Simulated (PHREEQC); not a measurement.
Consider water at 25 °C with 0.0058 mol CuCl2 and 0.00016 mol HCl per kg of water. Closed to the air; pH follows from the charge balance.

All values are PHREEQC results (ion-association model, phreeqc.dat), not measurements.

Problem. The ionic strength comes out as 0.0173 mol/kgw. What activity coefficients do CuCl+, Cu+2, Cl-, H+ get?

Solution. CuCl+ 0.88, Cu+2 0.61, Cl- 0.87, H+ 0.90.

This is a speciation only: nothing precipitates in the calculation.
